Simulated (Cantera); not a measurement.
Feed: 1 mol Si, 0.73 mol HCl, 6.7 mol H2, at 1.00 bar.

Method: chemical equilibrium by Gibbs-energy minimisation in Cantera with the NASA 1993 tables (ideal gas, pure condensed phases). Candidate condensed phases: Si; 19 gas species. The tables' values for SiCl3 are old estimates; treat these amounts as uncertain. Equilibrium is a limit: real reactors are often held back by kinetics, nucleation or transport.

Question: At 1048 K, list the 5 most abundant gas species with their mole fractions, and the condensed phases.

Answer: H2 0.963, SiCl4 0.0126, SiHCl3 0.0119, HCl 0.0104, SiH2Cl2 0.00128. Condensed: Si(s).
